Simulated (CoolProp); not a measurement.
A single-stage vapour-compression cycle with R404A: evaporating at 264.15 K (dew point), condensing at 317.15 K (bubble point), superheat 2 K, subcooling 5 K, compressor efficiency 0.65, no pressure losses. Each further row changes one setting.

Model: reference Helmholtz-energy equation of state, Lemmon 2003, in CoolProp. It is a pseudo-pure fit of the blend.

```json
[
 {"case": "as stated", "cooling COP": "___", "pressure ratio": "4.51", "discharge temperature (K)": "338.1", "refrigerating effect (kJ/kg)": "105", "volumetric capacity (kJ/m³)": "2350"},
 {"case": "evaporating temperature 269.15 K", "cooling COP": "2.63", "pressure ratio": "___", "discharge temperature (K)": "___", "refrigerating effect (kJ/kg)": "107", "volumetric capacity (kJ/m³)": "2840"},
 {"case": "condensing temperature 312.15 K", "cooling COP": "2.64", "pressure ratio": "4.01", "discharge temperature (K)": "332.0", "refrigerating effect (kJ/kg)": "113", "volumetric capacity (kJ/m³)": "2530"},
 {"case": "subcooling 10 K", "cooling COP": "___", "pressure ratio": "4.51", "discharge temperature (K)": "338.1", "refrigerating effect (kJ/kg)": "113", "volumetric capacity (kJ/m³)": "2530"},
 {"case": "superheat 12 K", "cooling COP": "___", "pressure ratio": "4.51", "discharge temperature (K)": "348.4", "refrigerating effect (kJ/kg)": "114", "volumetric capacity (kJ/m³)": "___"},
 {"case": "compressor efficiency 0.55", "cooling COP": "1.91", "pressure ratio": "4.51", "discharge temperature (K)": "345.0", "refrigerating effect (kJ/kg)": "105", "volumetric capacity (kJ/m³)": "2350"}
]
```

Problem. What belongs in the gaps?

Solution. 
- as stated, cooling COP: 2.26
- evaporating temperature 269.15 K, pressure ratio: 3.81
- evaporating temperature 269.15 K, discharge temperature (K): 336.0
- subcooling 10 K, cooling COP: 2.44
- superheat 12 K, cooling COP: 2.31
- superheat 12 K, volumetric capacity (kJ/m³): 2420
